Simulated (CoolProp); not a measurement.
Vapour-liquid equilibrium of R22 (1) + C3F8 (R218) (2) at 1.85 bar; x and y are mole fractions of (1).

Computed with CoolProp (multi-fluid Helmholtz-energy mixture model, Kamei 1995 and Lemmon 2006; pair parameters Bell 2016).

```json
[
 {"x": "0.05", "bubble temperature (°C)": "-25.3", "y at the bubble point": "0.141", "dew temperature at overall composition x (°C)": "-23.5", "liquid density (mol/L)": "8.519"},
 {"x": "0.125", "bubble temperature (°C)": "-28.4", "y at the bubble point": "0.290", "dew temperature at overall composition x (°C)": "-25.0", "liquid density (mol/L)": "8.898"},
 {"x": "0.2", "bubble temperature (°C)": "-30.5", "y at the bubble point": "0.390", "dew temperature at overall composition x (°C)": "-26.5", "liquid density (mol/L)": "9.284"},
 {"x": "0.275", "bubble temperature (°C)": "-31.9", "y at the bubble point": "0.458", "dew temperature at overall composition x (°C)": "-28.1", "liquid density (mol/L)": "9.687"},
 {"x": "0.35", "bubble temperature (°C)": "-32.8", "y at the bubble point": "0.506", "dew temperature at overall composition x (°C)": "-29.7", "liquid density (mol/L)": "10.11"},
 {"x": "0.425", "bubble temperature (°C)": "-33.3", "y at the bubble point": "0.542", "dew temperature at overall composition x (°C)": "-31.3", "liquid density (mol/L)": "10.57"},
 {"x": "0.5", "bubble temperature (°C)": "-33.5", "y at the bubble point": "0.569", "dew temperature at overall composition x (°C)": "-32.7", "liquid density (mol/L)": "11.07"},
 {"x": "0.575", "bubble temperature (°C)": "-33.6", "y at the bubble point": "0.592", "dew temperature at overall composition x (°C)": "-33.6", "liquid density (mol/L)": "11.62"},
 {"x": "0.65", "bubble temperature (°C)": "-33.6", "y at the bubble point": "0.615", "dew temperature at overall composition x (°C)": "-33.4", "liquid density (mol/L)": "12.22"},
 {"x": "0.725", "bubble temperature (°C)": "-33.4", "y at the bubble point": "0.641", "dew temperature at overall composition x (°C)": "-32.3", "liquid density (mol/L)": "12.88"},
 {"x": "0.8", "bubble temperature (°C)": "-33.0", "y at the bubble point": "0.679", "dew temperature at overall composition x (°C)": "-30.9", "liquid density (mol/L)": "13.61"},
 {"x": "0.875", "bubble temperature (°C)": "-32.0", "y at the bubble point": "0.741", "dew temperature at overall composition x (°C)": "-29.5", "liquid density (mol/L)": "14.40"},
 {"x": "0.95", "bubble temperature (°C)": "-29.8", "y at the bubble point": "0.857", "dew temperature at overall composition x (°C)": "-28.0", "liquid density (mol/L)": "15.25"}
]
```

y crosses x between x = 0.575 and 0.65: the model has an azeotrope there.

Pair parameters are fitted to limited data, so mixtures are less certain than the pure fluids.
